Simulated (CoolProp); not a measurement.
A simple Rankine cycle with R245ca: condensing at 292.15 K, boiler at 1.79 MPa, turbine inlet 449 K, turbine efficiency 0.9, pump efficiency 0.7, no recuperator. Each further row changes one setting.

Values from CoolProp's reference Helmholtz-energy equation of state, Zhou 2016.

```json
[
 {"case": "as stated", "thermal efficiency (%)": "18.2", "net work (kJ/kg)": "64.1", "heat in (kJ/kg)": "351", "turbine exit temperature (K)": "373.9", "volume ratio over the turbine": "22.6"},
 {"case": "condensing temperature 284.15 K", "thermal efficiency (%)": "19.6", "net work (kJ/kg)": "70.9", "heat in (kJ/kg)": "362", "turbine exit temperature (K)": "367.1", "volume ratio over the turbine": "31.2"},
 {"case": "boiler pressure 1.25 MPa", "thermal efficiency (%)": "16.5", "net work (kJ/kg)": "59.2", "heat in (kJ/kg)": "358", "turbine exit temperature (K)": "384.9", "volume ratio over the turbine": "15.2"},
 {"case": "turbine efficiency 0.8", "thermal efficiency (%)": "16.2", "net work (kJ/kg)": "56.8", "heat in (kJ/kg)": "351", "turbine exit temperature (K)": "380.8", "volume ratio over the turbine": "23.0"}
]
```
